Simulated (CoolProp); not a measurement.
A closed Brayton cycle with carbon dioxide: compressor inlet 319.15 K and 9.4 MPa, high pressure 29.9 MPa, turbine inlet 980 K, compressor efficiency 0.85, turbine efficiency 0.9, recuperator effectiveness 0.8 (on enthalpy, no pinch check). Each further row changes one setting.

Computed with CoolProp (reference Helmholtz-energy equation of state, Span 1996).

| case | thermal efficiency (%) | net work (kJ/kg) | compressor to turbine work | compressor exit (K) | turbine exit (K) |
|---|---|---|---|---|---|
| as stated | 34.4 | 134 | 0.26 | 391.3 | 826.1 |
| turbine inlet 930 K | 33.6 | 124 | 0.28 | 391.3 | 781.3 |
| compressor inlet 329.15 K | 33.4 | 122 | 0.33 | 421.2 | 826.1 |
| high pressure 25.4 MPa | 32.3 | 119 | 0.24 | 380.7 | 847.0 |
| recuperator effectiveness 0.5 | 24.7 | 134 | 0.26 | 391.3 | 826.1 |
